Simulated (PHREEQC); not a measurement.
Solution (20 °C): 16 mmol/kgw CuCl2, 0.13 mmol/kgw H2SO4 and 0.0102 mmol/kgw FeCl3. Closed to the air; pH follows from the charge balance.

Equilibrium calculation in PHREEQC: ion-association model, phreeqc.dat.

No solid was allowed to form.

Problem. Predict the pH.

Solution. pH 3.63.

Problem. In which forms is Cu present?

Solution. Cu+2 96 %, CuCl+ 3.1 % of the Cu.

Saturation is exceeded, for instance for Hematite (slow to form), Goethite (slow to form); the values hold only as long as no solid forms. Complexes and solids missing from the database can't appear.
